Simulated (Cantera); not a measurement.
What does this Cantera script print?

```python
import numpy as np
import cantera as ct

gas = ct.Solution("gri30.yaml")
gas.TPX = 425, 101325, {'CH4': 1, 'O2': 1.33, 'N2': 5.01}
flame = ct.FreeFlame(gas, width=0.04)
flame.set_refine_criteria(ratio=3, slope=0.08, curve=0.16)
flame.transport_model = "mixture-averaged"
flame.solve(loglevel=0, auto=True)
flame.transport_model = "multicomponent"
flame.soret_enabled = True
flame.solve(loglevel=0, refine_grid=True)
z, T = flame.grid, flame.T
thick = (T[-1] - T[0]) / np.gradient(T, z).max()
show = ['CH4', 'O2', 'CO2', 'N2O', 'NO', 'H']
print(f"laminar burning velocity  {flame.velocity[0] * 100:.3f} cm/s")
print(f"burnt temperature         {T[-1]:.1f} K")
print(f"thermal thickness         {thick * 1e3:.4f} mm")
print(f"grid points               {len(z)}")
z0 = z[flame.heat_release_rate.argmax()]
print(f"{'z/mm':>9s}{'T/K':>9s}{'u/(m/s)':>9s}" + "".join(f"{s:>11s}" for s in show))
rows = []
for k in (-3, -2, -1.5, -1, -0.5, -0.25, 0, 0.25, 0.5, 1, 2, 4, 8):
    zz = z0 + k * thick
    rows.append([k * thick, np.interp(zz, z, T), np.interp(zz, z, flame.velocity),
                 *(np.interp(zz, z, flame.X[gas.species_index(s)]) for s in show)])
    print(f"{rows[-1][0] * 1e3:9.3f}{rows[-1][1]:9.1f}{rows[-1][2]:9.3f}" + "".join(f"{x:11.3e}" for x in rows[-1][3:]))
```

Result:

```
laminar burning velocity  21.148 cm/s
burnt temperature         1990.7 K
thermal thickness         1.0005 mm
grid points               121
     z/mm      T/K  u/(m/s)        CH4         O2        CO2        N2O         NO          H
   -3.002    426.0    0.213  1.357e-01  1.807e-01  1.309e-06  1.140e-12  3.050e-10  2.936e-15
   -2.001    431.6    0.216  1.343e-01  1.798e-01  1.327e-05  1.157e-11  2.431e-09  2.538e-13
   -1.501    454.1    0.228  1.311e-01  1.780e-01  9.030e-05  7.967e-11  1.378e-08  1.451e-11
   -1.001    579.0    0.294  1.192e-01  1.682e-01  8.650e-04  7.797e-10  1.427e-07  6.214e-09
   -0.500   1036.4    0.540  8.189e-02  1.224e-01  6.348e-03  5.847e-09  1.716e-06  6.857e-06
   -0.250   1407.6    0.746  4.845e-02  7.754e-02  1.313e-02  1.200e-08  3.639e-06  9.840e-05
    0.000   1749.3    0.942  1.663e-02  3.058e-02  2.229e-02  1.553e-08  6.359e-06  7.826e-04
    0.250   1910.4    1.035  4.614e-03  7.973e-03  2.954e-02  9.506e-09  1.018e-05  1.523e-03
    0.500   1960.7    1.063  2.081e-03  2.111e-03  3.354e-02  5.132e-09  1.360e-05  1.458e-03
    1.001   1985.7    1.076  1.119e-03  2.565e-04  3.685e-02  2.770e-09  1.748e-05  9.550e-04
    2.001   1993.7    1.081  7.948e-04  1.656e-05  3.858e-02  1.950e-09  2.066e-05  5.631e-04
    4.002   1994.7    1.082  5.895e-04  5.987e-07  3.918e-02  1.899e-09  2.444e-05  4.269e-04
    8.004   1993.1    1.082  3.641e-04  2.781e-07  3.909e-02  2.380e-09  3.145e-05  4.056e-04
```

Model: GRI-Mech 3.0 (53 species, 325 reactions), integrated in Cantera. Burning velocities carry a grid error of a few per cent, more on coarse grids.
